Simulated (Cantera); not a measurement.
An adiabatic, constant-pressure homogeneous reactor starts with 17.4 % CH₄, 17.4 % O₂, 65.3 % N₂, equivalence ratio 2.0, at 1250 K and 540000 Pa.

Cantera simulation using GRI-Mech 3.0 (53 species, 325 reactions); the numbers are that mechanism's predictions, not measurements.

Q: Predict: time of steepest temperature rise; temperature at 0.200 s; equilibrium temperature; x(O₂) at 0.200 s; x(H) at 0.200 s; x(H₂O) at 0.200 s.

A: time of steepest temperature rise: 7.22 ms
temperature at 0.200 s: 2328 K
equilibrium temperature: 2328 K
x(O₂) at 0.200 s: 6.81e-7 (gas-phase equilibrium 6.81e-7)
x(H) at 0.200 s: 0.00196 (gas-phase equilibrium 0.00196)
x(H₂O) at 0.200 s: 0.130 (gas-phase equilibrium 0.130)
